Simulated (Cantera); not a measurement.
Cantera run, input and output.

```python
import numpy as np
import cantera as ct

gas = ct.Solution("SiF4_NH3_mec.yaml", "gas")
gas.TPX = 2150, 1100, {'NH3': 1, 'H2': 17}
reactor = ct.IdealGasConstPressureReactor(gas, energy="off", clone=False)
net = ct.ReactorNet([reactor])
net.rtol, net.atol = 1e-08, 1e-18
show = ['NH3', 'H2', 'NH', 'NH2', 'N2H2', 'N2H4']
times = np.geomspace(7e-06, 80, 10)

steps = ct.SolutionArray(gas, extra=["t"])
rows = []
print(f"{'t/s':>10s}{'T/K':>9s}{'P/Pa':>11s}" + "".join(f"{s:>11s}" for s in show))
for t in times:
    while net.time < t:
        t_next = net.step()
        steps.append(gas.state, t=t_next)
    rows.append([np.interp(t, steps.t, y) for y in (steps.T, steps.P, *steps(*show).X.T)])
    print(f"{t:10.3e}{rows[-1][0]:9.1f}{rows[-1][1]:11.4g}" + "".join(f"{x:11.3e}" for x in rows[-1][2:]))
rate = np.gradient(steps.T, steps.t)
print("integrator steps:", len(steps.t))
if steps.T.max() > steps.T[0] + 200:
    print(f"time of steepest temperature rise: {steps.t[rate.argmax()]:.4e} s")
gas.TPX = 2150, 1100, {'NH3': 1, 'H2': 17}
gas.equilibrate("TP")
print(f"equilibrium (TP): T = {gas.T:.1f} K  " + "  ".join(f"{s} {gas[s].X[0]:.3e}" for s in show))
```

It prints:

```
       t/s      T/K       P/Pa        NH3         H2         NH        NH2       N2H2       N2H4
 7.000e-06   2150.0       1100  5.556e-02  9.444e-01  2.457e-13  1.634e-07  1.972e-15  2.212e-17
 4.259e-05   2150.0       1100  5.555e-02  9.444e-01  2.240e-11  6.060e-07  1.203e-13  5.427e-16
 2.591e-04   2150.0       1100  5.555e-02  9.444e-01  1.109e-09  2.900e-06  4.920e-12  1.360e-14
 1.577e-03   2150.0       1100  5.554e-02  9.444e-01  4.339e-08  1.684e-05  2.253e-10  4.674e-13
 9.594e-03   2150.0       1100  5.543e-02  9.439e-01  1.591e-06  1.008e-04  1.605e-08  1.680e-11
 5.837e-02   2150.0       1100  5.303e-02  9.434e-01  2.323e-05  3.790e-04  5.649e-07  2.369e-10
 3.552e-01   2150.0       1100  3.218e-02  9.539e-01  2.131e-05  2.821e-04  3.620e-07  1.312e-10
 2.161e+00   2150.0       1100  5.495e-04  9.625e-01  5.860e-06  1.919e-05  4.315e-09  6.003e-13
 1.315e+01   2150.0       1100  2.571e-07  9.352e-01  3.652e-08  3.273e-08  2.433e-14  1.691e-18
 8.000e+01   2150.0       1100  3.441e-08  9.351e-01  4.922e-09  4.396e-09  2.094e-15  3.122e-20
integrator steps: 1749
equilibrium (TP): T = 2150.0 K  NH3 2.544e-08  H2 9.351e-01  NH 3.639e-09  NH2 3.250e-09  N2H2 1.908e-15  N2H4 1.739e-20
```

Computed with Cantera and the gas-phase N/H chemistry of the illustrative SiF4/NH3 mechanism in the Surface Chemkin manual (1991). Walls and surfaces, which speed up NH3 decomposition in real reactors, are not modelled.
